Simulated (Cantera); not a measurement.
Input (Python, Cantera):

```python
import numpy as np
import cantera as ct

gas = ct.Solution("h2o2.yaml")
gas.TPX = 500, 101325, {'H2': 1, 'O2': 0.926, 'N2': 3.48, 'H2O': 0.25}
flame = ct.FreeFlame(gas, width=0.04)
flame.set_refine_criteria(ratio=3, slope=0.08, curve=0.16)
flame.transport_model = "unity-Lewis-number"
flame.solve(loglevel=0, auto=True)
z, T = flame.grid, flame.T
thick = (T[-1] - T[0]) / np.gradient(T, z).max()
show = ['H2', 'O2', 'H2O', 'HO2', 'OH', 'O']
print(f"laminar burning velocity  {flame.velocity[0] * 100:.3f} cm/s")
print(f"burnt temperature         {T[-1]:.1f} K")
print(f"thermal thickness         {thick * 1e3:.4f} mm")
print(f"grid points               {len(z)}")
z0 = z[flame.heat_release_rate.argmax()]
print(f"{'z/mm':>9s}{'T/K':>9s}{'u/(m/s)':>9s}" + "".join(f"{s:>11s}" for s in show))
rows = []
for k in (-3, -2, -1.5, -1, -0.5, -0.25, 0, 0.25, 0.5, 1, 2, 4, 8):
    zz = z0 + k * thick
    rows.append([k * thick, np.interp(zz, z, T), np.interp(zz, z, flame.velocity),
                 *(np.interp(zz, z, flame.X[gas.species_index(s)]) for s in show)])
    print(f"{rows[-1][0] * 1e3:9.3f}{rows[-1][1]:9.1f}{rows[-1][2]:9.3f}" + "".join(f"{x:11.3e}" for x in rows[-1][3:]))
```

Output:

```
laminar burning velocity  187.752 cm/s
burnt temperature         1816.8 K
thermal thickness         0.2852 mm
grid points               102
     z/mm      T/K  u/(m/s)         H2         O2        H2O        HO2         OH          O
   -0.856    500.0    1.878  1.768e-01  1.637e-01  4.421e-02  6.358e-08  2.927e-12  1.691e-10
   -0.570    500.6    1.880  1.767e-01  1.637e-01  4.427e-02  1.044e-06  1.578e-10  7.806e-09
   -0.428    502.4    1.886  1.765e-01  1.636e-01  4.450e-02  4.376e-06  1.255e-09  4.795e-08
   -0.285    515.1    1.932  1.751e-01  1.629e-01  4.612e-02  2.819e-05  4.335e-08  5.964e-07
   -0.143    661.5    2.459  1.579e-01  1.548e-01  6.513e-02  2.579e-04  5.321e-05  4.307e-05
   -0.071    928.5    3.392  1.212e-01  1.380e-01  1.043e-01  2.175e-04  6.431e-04  6.063e-04
    0.000   1239.3    4.432  6.215e-02  1.104e-01  1.622e-01  1.148e-04  3.136e-03  3.864e-03
    0.071   1440.5    5.076  2.420e-02  9.064e-02  2.004e-01  7.296e-05  6.697e-03  7.438e-03
    0.143   1549.8    5.416  1.266e-02  8.410e-02  2.152e-01  5.489e-05  8.203e-03  7.656e-03
    0.285   1655.6    5.738  7.210e-03  8.177e-02  2.254e-01  3.792e-05  8.214e-03  5.370e-03
    0.570   1734.4    5.975  3.739e-03  8.134e-02  2.329e-01  2.225e-05  6.723e-03  2.776e-03
    1.141   1780.8    6.113  1.534e-03  8.154e-02  2.377e-01  1.039e-05  4.628e-03  1.129e-03
    2.282   1802.7    6.179  5.376e-04  8.190e-02  2.401e-01  4.169e-06  2.849e-03  3.975e-04
```

Model: the H2/O2 subset of GRI-Mech 3.0, which has no nitrogen chemistry, integrated in Cantera. Unity Lewis numbers drop preferential diffusion, which matters most where H2 and H carry the flame. Burning velocities carry a grid error of a few per cent, more on coarse grids. Lean hydrogen flames are cellular in practice and burn faster than this planar one.
